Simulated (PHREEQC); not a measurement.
Dissolve 0.1 mol H2SO4, 0.24 mol ZnSO4 and 0.0016 mol CuCl2 per kg of water at 25 °C. Closed to the air; pH follows from the charge balance.

The numbers come from PHREEQC with the ion-association model, wateq4f.dat.

Precipitation was switched off in this run.

**Question.** Estimate the pH.

**Answer.** pH 1.22.

**Question.** In which forms is Cl present?

**Answer.** Cl- 93 %, ZnCl+ 7.3 % of the Cl.
